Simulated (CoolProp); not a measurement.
Vapour-liquid equilibrium of propane (1) + toluene (2) at 0.88 bar; x and y are mole fractions of (1).

Computed with CoolProp (multi-fluid Helmholtz-energy mixture model, Lemmon 2009 and Lemmon 2006; pair parameters Bell 2016).

```csv
x,bubble temperature (°C),y at the bubble point,dew temperature at overall composition x (°C),liquid density (mol/L)
0.05,26.0,0.955,103.9,9.466
0.15,-14.5,0.996,100.1,10.16
0.25,-27.0,0.999,96.0,10.59
0.35,-33.0,0.999,91.5,10.96
0.45,-36.2,1.000,86.3,11.31
0.55,-38.2,1.000,80.4,11.66
0.65,-39.6,1.000,73.2,12.01
0.75,-40.9,1.000,64.2,12.37
0.85,-42.4,1.000,51.6,12.72
0.95,-44.2,1.000,28.0,13.08
```

No azeotrope shows between x = 0.05 and 0.95.

The pair parameters rest on a limited set of measurements; away from them the model extrapolates. With so large a gap from Raoult's law the liquid may split in two, which this calculation doesn't test in full.
